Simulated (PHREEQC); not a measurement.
Consider water at 10 °C with 0.0029 mol/kgw Na2HPO4. Closed to the air; pH follows from the charge balance.

The numbers come from PHREEQC with the ion-association model, phreeqc.dat.

Problem. The ionic strength comes out as 0.00865 mol/kgw. What activity coefficients do NaHPO4-, PO4-3, HPO4-2, OH-, H2PO4- get?

Solution. NaHPO4- 0.91, PO4-3 0.42, HPO4-2 0.69, OH- 0.91, H2PO4- 0.91.

Precipitation was switched off in this run. At this temperature some constants are extrapolated from 25 °C, and those without enthalpy data are left unchanged.
